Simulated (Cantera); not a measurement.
An adiabatic, constant-pressure homogeneous reactor starts with CH4 : O2 : N2 = 0.48 : 3.12 : 11.8 (molar parts), at 1750 K and 0.450 bar.

Computed with Cantera and GRI-Mech 3.0 (53 species, 325 reactions).

Question: Predict: time of steepest temperature rise; temperature at 2.00 s; equilibrium temperature; x(O2) at 2.00 s; x(CO2) at 2.00 s; x(H2O2) at 2.00 s.

Answer: 
```
Item                                                                 Value
---------------------------------  ---------------------------------------
time of steepest temperature rise                                 0.310 ms
temperature at 2.00 s                                               2316 K
equilibrium temperature                                             2316 K
x(O2) at 2.00 s                        0.131 (gas-phase equilibrium 0.131)
x(CO2) at 2.00 s                     0.0295 (gas-phase equilibrium 0.0295)
x(H2O2) at 2.00 s                  6.50e-8 (gas-phase equilibrium 6.50e-8)
```
